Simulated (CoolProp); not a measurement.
n-perfluorohexane along the isobar 0.659 MPa: Z from the reference equation and from simpler models built on Tc = 448.0 K, pc = 1.742 MPa, ω = 0.497; each cubic takes its own stable root.

Computed with CoolProp (reference Helmholtz-energy equation of state, Gao 2022).

```
T (K)   phase  reference  van der Waals  Redlich-Kwong  Soave-Redlich-Kwong
-----  ------  ---------  -------------  -------------  -------------------
206.8  liquid    0.06703         0.1219        0.08216              0.07903
229.2  liquid    0.06250         0.1129        0.07633              0.07291
251.6  liquid    0.05887         0.1059        0.07187              0.06814
274    liquid    0.05597         0.1004        0.06851              0.06447
296.3  liquid    0.05369        0.09629        0.06611              0.06175
318.7  liquid    0.05196        0.09340        0.06461              0.05990
341.1  liquid    0.05077        0.09185        0.06407              0.05895
363.5  liquid    0.05021         0.7657        0.06477              0.05909
385.9  liquid    0.05050         0.8062         0.7577              0.06089
408.3     gas     0.7739         0.8364         0.8040               0.7835
```

At some of these states van der Waals, Redlich-Kwong gives the other phase, because its saturation line lies elsewhere.
